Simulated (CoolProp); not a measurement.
Octamethyltrisiloxane (MDM) at 293.15 K and 19.1 MPa is throttled through a valve to 3.95 MPa with no heat exchange. Each further row changes one setting.

The numbers come from the reference Helmholtz-energy equation of state, Thol 2017 in CoolProp.

```
case                      temperature change (K)  final density (kg/m³)
------------------------  ----------------------  ---------------------
as stated                                      ?                    819
outlet pressure 1.19 MPa                       ?                      ?
outlet pressure 5.14 MPa                       ?                      ?
```

Problem. Complete the blanks.

Solution. 
- as stated, temperature change (K): +7.0
- outlet pressure 1.19 MPa, temperature change (K): +8.2
- outlet pressure 1.19 MPa, final density (kg/m³): 814
- outlet pressure 5.14 MPa, temperature change (K): +6.4
- outlet pressure 5.14 MPa, final density (kg/m³): 821
